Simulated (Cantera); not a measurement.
Input: 1 mol Si3N4, 0.9 mol O2, 50 mol H2, 0.031 mol H2O, equilibrated at 2150 K and 57000 Pa.

Method: chemical equilibrium by Gibbs-energy minimisation in Cantera with the NASA 1993 tables (ideal gas, pure condensed phases). The tables' values for SiN are old estimates; treat these amounts as uncertain. Gases not in the tables: Si2H6 and higher silanes. Kinetics and transport are ignored.

```json
[
 {"species": "H2", "before": "0.923", "after": "0.988"},
 {"species": "N2", "before": "0.0370", "after": "0.0120"},
 {"species": "H2O", "before": "8.58e-6", "after": "9.46e-5"},
 {"species": "SiO", "before": "0.0339", "after": "9.98e-8"},
 {"species": "Si", "before": "0.000394", "after": "<1e-9"},
 {"species": "SiH2", "before": "0.000217", "after": "<1e-9"},
 {"species": "SiH", "before": "0.000140", "after": "<1e-9"},
 {"species": "Si2N", "before": "1.23e-5", "after": "<1e-9"},
 {"species": "SiN", "before": "1.07e-5", "after": "<1e-9"},
 {"species": "H", "before": "0.00537", "after": "2.15e-6"},
 {"species": "Si(l), mol", "before": "1.13", "after": "0"},
 {"species": "SiO2(β-quartz), mol", "before": "0", "after": "0.217"},
 {"species": "Si2N2O(s), mol", "before": "0", "after": "1.39"}
]
```
Gas species are given as mole fractions.

Question: What was changed between the two runs?
A) pressure from 57000 Pa to 1330 Pa
B) H2O from 0.031 to 2.7 mol
C) pressure from 57000 Pa to 590 Pa
D) temperature from 2150 K to 1325 K

Answer: D, temperature from 2150 K to 1325 K. Mutual solubility and eutectic melting of coexisting phases are not modelled. The tables hold silica as quartz up to 1696 K and as liquid above; real silica turns to tridymite and cristobalite and melts near 1996 K…
